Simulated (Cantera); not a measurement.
## Equilibrium for thermal oxidation and active oxidation of silicon: Si + N2O + H2

Charge: 1 mol Si, 0.6 mol N2O, 1.1 mol H2, at 34.0 mbar.

These are equilibrium values from Cantera (NASA tables, ideal gas, pure condensed phases), not measurements of a reactor. Candidate condensed phases: H2O, Si, SiO2, Si2N2O, Si3N4; 35 gas species. Mutual solubility and eutectic melting of coexisting phases are not modelled. The tables' values for SiN are old estimates; treat these amounts as uncertain. The tables hold silica as quartz up to 1696 K and as liquid above; real silica turns to tridymite and cristobalite and melts near 1996 K. Gases not in the tables: Si2H6 and higher silanes. The numbers say what is thermodynamically allowed, not how fast it happens.

| T (K) | log p H2 | log p SiO | log p N2 | log p H | log p Si | log p SiH | log p H2O | n SiO2(β-quartz) | n Si2N2O(s) | n SiO2(condensed) | n Si(l) |
|---|---|---|---|---|---|---|---|---|---|---|---|
| 1448 | -1.52 | -5.47 | -2.43 | -5.79 | -12.05 | -12.20 | -5.49 | 0.0665 | 0.467 | 0 | 0 |
| 1548 | -1.52 | -4.30 | -2.43 | -5.27 | -10.26 | -10.60 | -5.40 | 0.0660 | 0.466 | 0 | 0 |
| 1648 | -1.53 | -3.28 | -2.42 | -4.81 | -8.70 | -9.20 | -5.33 | 0.0601 | 0.460 | 0 | 0 |
| 1748 | -1.59 | -2.40 | -2.35 | -4.44 | -7.36 | -8.04 | -5.30 | 0 | 0.410 | 0.0101 | 0 |
| 1848 | -1.60 | -2.34 | -2.34 | -4.08 | -5.40 | -6.21 | -6.72 | 0 | 0.400 | 0 | 0 |
| 1948 | -1.79 | -2.05 | -2.05 | -3.84 | -4.63 | -5.64 | -6.95 | 0 | 0 | 0 | 0.398 |
| 2048 | -1.80 | -2.05 | -2.06 | -3.55 | -4.12 | -5.24 | -7.06 | 0 | 0 | 0 | 0.394 |
| 2148 | -1.80 | -2.06 | -2.06 | -3.28 | -3.66 | -4.87 | -7.18 | 0 | 0 | 0 | 0.382 |
log p: log10 of the partial pressure in bar; n: condensed amount in mol.

From 1448 K to 1648 K the condensed part is SiO2(β-quartz) + Si2N2O(s). At 1748 K the condensed part is SiO2(condensed) + Si2N2O(s). At 1848 K the condensed part is Si2N2O(s). From 1948 K to 2148 K the condensed part is Si(l). The main Si-bearing gas is SiO throughout. The share of Si in condensed phases is highest at 1448 K (100.0 %) and lowest at 2148 K (38.2 %).
